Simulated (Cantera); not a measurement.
Charge: 1 mol Hg, 0.52 mol O₂, 0.89 mol N₂, equilibrated at 0.590 bar.

Cantera equilibrium calculation (NASA polynomials, part measured and part estimated; ideal gas, pure solids and liquids). Candidate condensed phases: Hg, HgO; 10 gas species. Kinetics and transport are ignored.

Task: Which condensed phases are stable at each of these points (T (K)): 498, 598, 698, 798, 898, 998, 1098, 1198, 1298, 1398, 1498, 1598?

Result: 
```tsv
T (K)	condensed phases	Hg condensed (%)
498	HgO(s)	100.0
598	HgO(s)	97.1
698	gas only	0.0
798	gas only	0.0
898	gas only	0.0
998	gas only	0.0
1098	gas only	0.0
1198	gas only	0.0
1298	gas only	0.0
1398	gas only	0.0
1498	gas only	0.0
1598	gas only	0.0
```

From 498 K to 598 K the condensed part is HgO(s). From 698 K to 1598 K nothing is condensed.
